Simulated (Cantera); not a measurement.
A closed system holds: 1 mol Fe₂O₃, 0.33 mol SO₂, 0.75 mol O₂, held at 900 °C and 100 Torr.

These are equilibrium values from Cantera (NASA tables, ideal gas, pure condensed phases), not measurements of a reactor. Equilibrium is a limit: real reactors are often held back by kinetics, nucleation or transport.

```
species            before    after
-----------------  ------  -------
O₂                  0.690    1.000
SO₃                0.0275  1.31e-5
SO₂                 0.282  3.40e-8
Fe₂O₃(s), mol        1.00    0.890
Fe₂(SO₄)₃(s), mol       0    0.110
```
Gas species are given as mole fractions.

Question: What was changed between the two runs?
A. temperature from 900 °C to 850 °C
B. SO₂ from 0.33 to 0.061 mol
C. temperature from 900 °C to 377 °C
D. pressure from 100 Torr to 315 Torr

Answer: C, temperature from 900 °C to 377 °C
